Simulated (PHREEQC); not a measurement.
Reverse-osmosis permeate: an equilibrium model

Synthetic water in mg/L, 33 °C, pH 6.13, pe 2.3: Na 1.26; K 1.6; Ca 0.903; Mg 0.36; Cl 1.81; S(6) as SO4 0.811; Alkalinity as HCO3 6.13; Ba 0.00682; N(-3) as NH4 0.00112; Si as SiO2 0.0844; Sr 0.0169; B 0.00398.

Cl is adjusted to close the charge balance.
Valence states are taken as typed.

All values are PHREEQC results (ion-association model, phreeqc.dat), not measurements.

Each row changes one thing in this solution. This is a speciation only: nothing precipitates in the calculation.

| case | CO2 (mol/kgw) | HCO3- (mol/kgw) | CaSO4 (mol/kgw) | MgSO4 (mol/kgw) | CaHCO3+ (mol/kgw) | MgHCO3+ (mol/kgw) | SI of Quartz (SiO2) |
|---|---|---|---|---|---|---|---|
| as made | 0.000153 | 0.000101 | 3.09e-8 | 3.09e-8 | 3.00e-8 | 1.70e-8 | -1.99 |
| temperature from 33 to 75 °C at the same typed pH | 0.000154 | 0.000101 | 3.94e-8 | 7.44e-8 | 3.84e-8 | 2.47e-8 | -2.50 |
| K from 1.6 to 0.8 mg/L | 0.000153 | 0.000101 | 3.11e-8 | 3.11e-8 | 3.01e-8 | 1.71e-8 | -1.99 |
| pH from 6.13 to 5.83 at the same alkalinity | 0.000307 | 0.000102 | 3.09e-8 | 3.09e-8 | 3.02e-8 | 1.71e-8 | -1.99 |
| all concentrations times 2 at the same typed pH | 0.000303 | 0.000202 | 1.16e-7 | 1.16e-7 | 1.17e-7 | 6.60e-8 | -1.69 |

At this temperature some constants are extrapolated from 25 °C, and those without enthalpy data are left unchanged.
